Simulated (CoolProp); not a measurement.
Vapour-liquid equilibrium of isobutane (1) + acetone (2) at 323.2 K; x and y are mole fractions of (1).

Computed with CoolProp (multi-fluid Helmholtz-energy mixture model, Bücker 2006 and Lemmon 2006; pair parameters Bell 2016).

```csv
x,bubble pressure (bar),y at the bubble point,dew pressure at overall composition x (bar),liquid density (mol/L)
0.05,1.879,0.568,0.8646,12.75
0.125,3.135,0.747,0.9389,12.36
0.2,4.036,0.809,1.027,11.98
0.275,4.657,0.839,1.132,11.61
0.35,5.075,0.857,1.261,11.26
0.425,5.359,0.868,1.422,10.91
0.5,5.564,0.876,1.630,10.59
0.575,5.732,0.884,1.910,10.27
0.65,5.894,0.892,2.303,9.980
0.725,6.067,0.903,2.896,9.705
0.8,6.263,0.918,3.875,9.452
0.875,6.481,0.939,5.531,9.223
0.95,6.711,0.971,6.570,9.020
```

No azeotrope shows between x = 0.05 and 0.95.

Pair parameters are fitted to limited data, so mixtures are less certain than the pure fluids. With so large a gap from Raoult's law the liquid may split in two, which this calculation doesn't test in full.
